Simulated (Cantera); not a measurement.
Charge: 1 mol trisilylamine, 1.5 mol N2, equilibrated at 5.30 Pa.

Method: chemical equilibrium by Gibbs-energy minimisation in Cantera with the NASA 1993 tables (ideal gas, pure condensed phases). Candidate condensed phases: Si, Si3N4; 18 gas species. The feed counts by its element totals alone. Mutual solubility and eutectic melting of coexisting phases are not modelled. Gases not in the tables: Si2H6 and higher silanes. The numbers say what is thermodynamically allowed, not how fast it happens.

**Question.** Which condensed phases are stable at each of these points (T (K)): 1425, 1475, 1525, 1575, 1625, 1675, 1725, 1775, 1825, 1875?

**Answer.** 
```csv
T (K),condensed phases,Si condensed (%)
1425,Si(s) + Si3N4(s),100.0
1475,Si(s),100.0
1525,Si(s),99.9
1575,Si(s),99.8
1625,Si(s),99.3
1675,Si(s),98.1
1725,Si(l),95.6
1775,Si(l),90.2
1825,Si(l),78.5
1875,Si(l),52.0
```

At 1425 K the condensed part is Si(s) + Si3N4(s). From 1475 K to 1675 K the condensed part is Si(s). From 1725 K to 1875 K the condensed part is Si(l).
